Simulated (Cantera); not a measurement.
# Thermodynamics of calcination and drying, feed MgCO3 + CO2 + H2O

Feed: 1 mol MgCO3, 1.1 mol CO2, 8.9 mol H2O, equilibrated at 5850 Torr.

Cantera equilibrium calculation (NASA polynomials, part measured and part estimated; ideal gas, pure solids and liquids). Candidate condensed phases: C, C6H6, C7H8, C8H18, H2O, Mg, MgCO3, MgO, Mg(OH)2; 116 gas species. Kinetics and transport are ignored.

From 1373 K to 2198 K the condensed part is MgO(s). The main Mg-bearing gas is Mg(OH)2 throughout.

```json
[
 {"T (K)": "1373", "x H2O": "0.809", "x CO2": "0.191", "x CO": "1.06e-5", "x H2": "2.19e-5", "x O2": "1.54e-5", "x OH": "3.68e-6", "x H": "5.58e-9", "x Mg(OH)2": "2.00e-8", "n MgO(s)": "1.00"},
 {"T (K)": "1448", "x H2O": "0.809", "x CO2": "0.191", "x CO": "2.57e-5", "x H2": "4.60e-5", "x O2": "3.36e-5", "x OH": "9.37e-6", "x H": "2.24e-8", "x Mg(OH)2": "6.79e-8", "n MgO(s)": "1.000"},
 {"T (K)": "1523", "x H2O": "0.809", "x CO2": "0.191", "x CO": "5.70e-5", "x H2": "8.99e-5", "x O2": "6.80e-5", "x OH": "2.18e-5", "x H": "7.85e-8", "x Mg(OH)2": "2.04e-7", "n MgO(s)": "1.000"},
 {"T (K)": "1598", "x H2O": "0.809", "x CO2": "0.191", "x CO": "0.000117", "x H2": "0.000165", "x O2": "0.000129", "x OH": "4.67e-5", "x H": "2.45e-7", "x Mg(OH)2": "5.53e-7", "n MgO(s)": "1.000"},
 {"T (K)": "1673", "x H2O": "0.809", "x CO2": "0.191", "x CO": "0.000224", "x H2": "0.000287", "x O2": "0.000232", "x OH": "9.36e-5", "x H": "6.91e-7", "x Mg(OH)2": "1.37e-6", "n MgO(s)": "1.000"},
 {"T (K)": "1748", "x H2O": "0.808", "x CO2": "0.190", "x CO": "0.000405", "x H2": "0.000476", "x O2": "0.000396", "x OH": "0.000177", "x H": "1.78e-6", "x Mg(OH)2": "3.13e-6", "n MgO(s)": "1.000"},
 {"T (K)": "1823", "x H2O": "0.808", "x CO2": "0.190", "x CO": "0.000696", "x H2": "0.000756", "x O2": "0.000647", "x OH": "0.000317", "x H": "4.27e-6", "x Mg(OH)2": "6.67e-6", "n MgO(s)": "1.000"},
 {"T (K)": "1898", "x H2O": "0.807", "x CO2": "0.190", "x CO": "0.00114", "x H2": "0.00116", "x O2": "0.00102", "x OH": "0.000542", "x H": "9.53e-6", "x Mg(OH)2": "1.34e-5", "n MgO(s)": "1.000"},
 {"T (K)": "1973", "x H2O": "0.805", "x CO2": "0.189", "x CO": "0.00181", "x H2": "0.00172", "x O2": "0.00154", "x OH": "0.000890", "x H": "2.00e-5", "x Mg(OH)2": "2.54e-5", "n MgO(s)": "1.000"},
 {"T (K)": "2048", "x H2O": "0.803", "x CO2": "0.188", "x CO": "0.00276", "x H2": "0.00248", "x O2": "0.00227", "x OH": "0.00141", "x H": "4.00e-5", "x Mg(OH)2": "4.59e-5", "n MgO(s)": "0.999"},
 {"T (K)": "2123", "x H2O": "0.801", "x CO2": "0.186", "x CO": "0.00407", "x H2": "0.00349", "x O2": "0.00324", "x OH": "0.00215", "x H": "7.59e-5", "x Mg(OH)2": "7.95e-5", "n MgO(s)": "0.999"},
 {"T (K)": "2198", "x H2O": "0.797", "x CO2": "0.184", "x CO": "0.00583", "x H2": "0.00479", "x O2": "0.00451", "x OH": "0.00320", "x H": "0.000138", "x Mg(OH)2": "0.000132", "n MgO(s)": "0.999"}
]
```
x: gas mole fraction; n: condensed amount in mol.
